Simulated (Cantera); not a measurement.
An adiabatic, constant-pressure homogeneous reactor starts with H₂ : O₂ : N₂ = 1 : 0.794 : 7.94 (molar parts), equivalence ratio 0.63, at 1450 K and 12.0 bar. Integrator tolerance rtol = 1e-08.

Model: GRI-Mech 3.0 (53 species, 325 reactions), integrated in Cantera. The hydrogen kinetics of GRI-Mech 3.0 are dated; newer H2 mechanisms differ, most at raised pressure. The pressure lies above the range GRI-Mech 3.0 was tuned for (to about 10 atm).

```tsv
quantity	before	after
time of steepest temperature rise	3.45 µs	3.97 µs
temperature at 4.00 s	2159 K	2135 K
equilibrium temperature	2159 K	2135 K
x(H₂) at 4.00 s	0.000160 (gas-phase equilibrium 0.000160)	0.000136 (gas-phase equilibrium 0.000136)
x(O₂) at 4.00 s	0.0292 (gas-phase equilibrium 0.0292)	0.0294 (gas-phase equilibrium 0.0294)
x(O) at 4.00 s	0.000103 (gas-phase equilibrium 0.000103)	8.78e-5 (gas-phase equilibrium 8.78e-5)
x(NO₂) at 4.00 s	7.81e-6 (gas-phase equilibrium 7.81e-6)	7.67e-6 (gas-phase equilibrium 7.67e-6)
x(HO₂) at 4.00 s	2.26e-6 (gas-phase equilibrium 2.26e-6)	2.08e-6 (gas-phase equilibrium 2.08e-6)
x(OH) at 4.00 s	0.00143 (gas-phase equilibrium 0.00143)	0.00130 (gas-phase equilibrium 0.00130)
```

Question: Which change was made?
A. pressure from 12.0 bar to 5.00 bar
B. initial temperature 1450 to 1423 K
C. initial temperature 1450 to 1123 K
D. pressure from 12.0 bar to 3.40 bar

Answer: B, initial temperature 1450 to 1423 K
